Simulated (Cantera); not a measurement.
Input: 1 mol SiH4, 0.93 mol NO, 0.48 mol H2O, at 1850 K and 0.0140 bar.

Equilibrium computed with Cantera from the NASA thermochemical tables; the gas is ideal and each condensed phase is pure. Candidate condensed phases: H2O, Si, SiO2, Si2N2O, Si3N4; 35 gas species. The tables hold silica as quartz up to 1696 K and as liquid above; real silica turns to tridymite and cristobalite and melts near 1996 K. Rates play no part.

Base state: H2 0.695, SiO 0.168, N2 0.131, H 0.00380, H2O 0.00167 (mole fractions); condensed: SiO2(condensed).

Question: What changes in the equilibrium state with this change: NO from 0.93 to 13 mol?

Answer: 
| species | before | after |
|---|---|---|
| N2 | 0.131 | 0.479 |
| O2 | <1e-9 | 0.330 |
| H2O | 0.00167 | 0.181 |
| H2 | 0.695 | 0.000226 |
| SiO | 0.168 | 5.04e-7 |
| NO | 7.52e-9 | 0.00479 |
| O | 2.81e-9 | 0.000936 |
| OH | 6.75e-7 | 0.00406 |
| H | 0.00380 | 6.85e-5 |
| SiO2(condensed), mol | 0.404 | 1.000 |
